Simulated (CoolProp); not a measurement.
Saturation properties of sulfur hexafluoride.

The numbers come from the reference Helmholtz-energy equation of state, Guder 2009 in CoolProp.

```csv
T (K),p (kPa),vapour density (kg/m³),surface tension (mN/m),liquid conductivity (mW/(m K))
237,394.2,32.55,9.51,72.9
240.5,448.1,36.85,8.99,71.9
244,507.2,41.59,8.48,70.8
247.5,572.0,46.82,7.98,69.8
251,642.8,52.57,7.48,68.8
254.5,719.9,58.89,6.99,67.7
258.1,806.2,66.04,6.50,66.6
261.6,897.1,73.69,6.02,65.5
265.1,995.5,82.11,5.56,64.3
268.6,1102,91.36,5.10,63.2
272.1,1216,101.6,4.65,62.1
275.6,1339,112.8,4.21,60.9
279.1,1470,125.3,3.78,59.7
282.6,1611,139.1,3.35,58.5
286.2,1767,154.9,2.93,57.2
```

Thermal conductivity comes from a separate model (Assael 2012). Surface tension comes from a separate correlation (Mulero 2012).
